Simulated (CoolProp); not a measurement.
The numbers come from the reference Helmholtz-energy equation of state, Lemmon 2013 in CoolProp.

Give the vapour pressure (MPa), liquid density (kg/m³), enthalpy of vaporisation (kJ/kg) of saturated propylene at 199 K.


```json
[
 {"T (K)": "199", "p (MPa)": "0.0252", "liquid density (kg/m³)": "642", "enthalpy of vaporisation (kJ/kg)": "467"}
]
```
